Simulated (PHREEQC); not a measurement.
**Leach liquor: speciation**

Dissolve 0.2 mol H2SO4 and 0.11 mol Al2(SO4)3 per kg of water at 25 °C. Closed to the air; pH follows from the charge balance.

The numbers come from PHREEQC with the ion-association model, phreeqc.dat.

The pH comes out as 0.87 and the ionic strength is 0.545 mol/kgw. The activity of water is 0.988. The total alkalinity comes out as -400 meq/kg.

```json
[
 {"species": "HSO4-", "molality": "0.220", "activity": "0.162", "log γ": "-0.133"},
 {"species": "H+", "molality": "0.176", "activity": "0.134", "log γ": "-0.118"},
 {"species": "AlSO4+", "molality": "0.136", "activity": "0.0900", "log γ": "-0.180"},
 {"species": "SO4-2", "molality": "0.0627", "activity": "0.0124", "log γ": "-0.703"},
 {"species": "Al(SO4)2-", "molality": "0.0536", "activity": "0.0354", "log γ": "-0.180"},
 {"species": "Al+3", "molality": "0.0266", "activity": "0.00229", "log γ": "-1.065"},
 {"species": "AlHSO4+2", "molality": "0.00365", "activity": "0.00107", "log γ": "-0.533"},
 {"species": "AlOH+2", "molality": "7.52e-7", "activity": "1.68e-7", "log γ": "-0.652"}
]
```

Precipitation was switched off in this run.
